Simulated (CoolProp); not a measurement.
Properties of R236EA along the isotherm 412 K (Tc = 412.4 K, pc = 3.414 MPa, ω = 0.368).

Values from CoolProp's reference Helmholtz-energy equation of state, Rui 2013.

```tsv
p (MPa)	phase	speed of sound (m/s)	viscosity (µPa s)	conductivity (mW/(m K))	fugacity coefficient
0.427	gas	148.4	15.3	23.1	0.9571
0.853	gas	142.0	15.4	23.3	0.9149
1.28	gas	135.0	15.7	23.7	0.8731
1.71	gas	127.1	16.0	24.3	0.8313
2.13	gas	118.2	16.5	25.3	0.7905
2.56	gas	107.4	17.4	27.1	0.7484
2.99	gas	93.47	19.3	30.9	0.7051
3.84	liquid	130.9	72.5	46.0	0.5982
4.27	liquid	157.1	80.3	46.6	0.5498
4.69	liquid	176.0	86.0	47.4	0.5109
5.12	liquid	191.8	90.8	48.2	0.4776
```

Viscosity comes from a separate model (Huber 2003), an estimate that may be off by 10 % or more. Thermal conductivity comes from a separate model (Huber 2003), an estimate that may be off by 10 % or more.
